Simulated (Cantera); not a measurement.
A closed system holds: 1 mol SiH₂Cl₂, 15 mol NH₃, 0.53 mol H₂, held at 775 K and 72.0 mbar.

These are equilibrium values from Cantera (NASA tables, ideal gas, pure condensed phases), not measurements of a reactor. Candidate condensed phases: NH₄Cl, Si, Si₃N₄; 28 gas species. Equilibrium is a limit: real reactors are often held back by kinetics, nucleation or transport.

Base state: H₂ 0.723, N₂ 0.214, HCl 0.0626, NH₃ 7.94e-5, SiCl₄ 3.45e-5 (mole fractions); condensed: Si₃N₄(s).

Question: What changes in the equilibrium state with this change: SiH₂Cl₂ replaced by SiH₄?

Answer: 
```
species         before    after
-------------  -------  -------
H₂               0.723    0.785
N₂               0.214    0.214
NH₃            7.94e-5  9.00e-5
HCl             0.0626        0
SiCl₄          3.45e-5        0
Si₃N₄(s), mol    0.333    0.333
```
